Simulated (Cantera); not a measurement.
## C2H4 + CO2 + H2 (carbon deposition, reforming and gasification)

A closed system holds: 1 mol C2H4, 0.45 mol CO2, a varied amount of H2, at 158 Torr.

Method: chemical equilibrium by Gibbs-energy minimisation in Cantera with the NASA 1993 tables (ideal gas, pure condensed phases). Candidate condensed phases: C, C6H6, C7H8, C8H18, H2O; 110 gas species. Kinetics and transport are ignored.

Stable condensed phases:

```
T in K \ n(H2) in mol
         4.3 5.7 7.8  10  14  19  26
   3000    A   A   A   A   B   B   B
   2850    A   A   A   A   A   A   B
   2700    A   A   A   A   A   A   A
   2550    A   A   A   A   A   A   A
   2400    A   A   A   A   A   A   A
   2250    A   A   A   A   A   A   A
   2100    A   A   A   A   A   A   A
   1950    A   A   A   A   A   A   A
   1800    A   A   A   A   A   A   A
   1650    A   A   A   A   A   A   A
```

A: C; B: gas only.
